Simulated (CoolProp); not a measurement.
Sulfur hexafluoride at 375.87 K and 0.804 MPa is throttled through a valve to 0.542 MPa with no heat exchange. Each further row changes one setting.

Values from CoolProp's reference Helmholtz-energy equation of state, Guder 2009.

```
case                       temperature change (K)  final density (kg/m³)
-------------------------  ----------------------  ---------------------
as stated                                       …                      …
outlet pressure 0.163 MPa                       …                      …
outlet pressure 0.705 MPa                       …                      …
```

Task: Fill in the missing entries.

Result: 
- as stated, temperature change (K): -1.4
- as stated, final density (kg/m³): 26.2
- outlet pressure 0.163 MPa, temperature change (K): -3.3
- outlet pressure 0.163 MPa, final density (kg/m³): 7.75
- outlet pressure 0.705 MPa, temperature change (K): -0.5
- outlet pressure 0.705 MPa, final density (kg/m³): 34.2
